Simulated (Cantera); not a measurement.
An isothermal plug-flow reactor at 850 K and 2.80 bar (inlet), inlet velocity 1.8 m/s, active area per volume 780 1/m; feed CH4 : O2 : N2 : H2O = 0.0023 : 0.011 : 0.79 : 0.014 (molar parts).

Computed with Cantera and Deutschmann's 1995 Pt surface mechanism with GRI-Mech 3.0 gas chemistry. Catalytic surfaces can have several steady states; this one follows from the mechanism file's or the stated starting coverage. Mass transfer to the wall is taken as infinitely fast.

**Question.** What does this change do: pressure from 2.80 bar to 0.950 bar?

**Answer.** 
```
quantity                  before     after
----------------------  --------  --------
x(CH4) at z = 0.016 m    0.00261   0.00237
x(O2) at z = 0.016 m      0.0130    0.0126
x(H2O) at z = 0.016 m     0.0175    0.0180
x(CO2) at z = 0.016 m   0.000208  0.000446
x(CO) at z = 0.016 m     6.01e-7   6.35e-7
θ(free Pt) at the exit    0.0927     0.132
θ(O*) at the exit          0.902     0.864
θ(OH*) at the exit       0.00532   0.00368
```

**Question.** What does this change do: N2 0.79 to 0.26 parts?

**Answer.** 
| quantity | before | after |
|---|---|---|
| x(CH4) at z = 0.016 m | 0.00261 | 0.00775 |
| x(O2) at z = 0.016 m | 0.0130 | 0.0378 |
| x(H2O) at z = 0.016 m | 0.0175 | 0.0492 |
| x(CO2) at z = 0.016 m | 0.000208 | 0.000249 |
| x(CO) at z = 0.016 m | 6.01e-7 | 1.54e-6 |
| θ(free Pt) at the exit | 0.0927 | 0.0630 |
| θ(O*) at the exit | 0.902 | 0.930 |
| θ(OH*) at the exit | 0.00532 | 0.00746 |

**Question.** What does this change do: temperature 850 to 800 K?

**Answer.** 
```tsv
quantity	before	after
x(CH4) at z = 0.016 m	0.00261	0.00275
x(O2) at z = 0.016 m	0.0130	0.0133
x(H2O) at z = 0.016 m	0.0175	0.0173
x(CO2) at z = 0.016 m	0.000208	6.07e-5
x(CO) at z = 0.016 m	6.01e-7	4.32e-7
θ(free Pt) at the exit	0.0927	0.0543
θ(O*) at the exit	0.902	0.940
θ(OH*) at the exit	0.00532	0.00530
```
